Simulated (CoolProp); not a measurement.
Vapour-liquid equilibrium of R134a (1) + R1234ze(E) (2) at 14.5 bar; x and y are mole fractions of (1).

Values from CoolProp's multi-fluid Helmholtz-energy mixture model, Tillner-Roth 1994 and Thol 2016; pair parameters Bell 2022.

```tsv
x	bubble temperature, mixture model (K)	bubble temperature, Raoult's law (K)	y, mixture model	y, Raoult's law
0.05	337.6	337.9	0.064	0.065
0.2	[?]	335.9	[?]	0.248
0.35	[?]	334.1	0.399	0.415
0.5	331.1	332.3	0.546	0.569
0.65	[?]	330.6	0.685	0.710
0.8	328.4	329.0	0.821	0.841
0.95	[?]	327.5	[?]	0.962
```

Question: Complete the blanks.

Answer: 
- 0.2, bubble temperature, mixture model (K): 335.0
- 0.2, y, mixture model: 0.241
- 0.35, bubble temperature, mixture model (K): 332.9
- 0.65, bubble temperature, mixture model (K): 329.7
- 0.95, bubble temperature, mixture model (K): 327.3
- 0.95, y, mixture model: 0.956

The largest gap from Raoult's law is -1.2 K in bubble temperature, at x = 0.35. No azeotrope shows between x = 0.05 and 0.95.

The pair parameters rest on a limited set of measurements; away from them the model extrapolates.
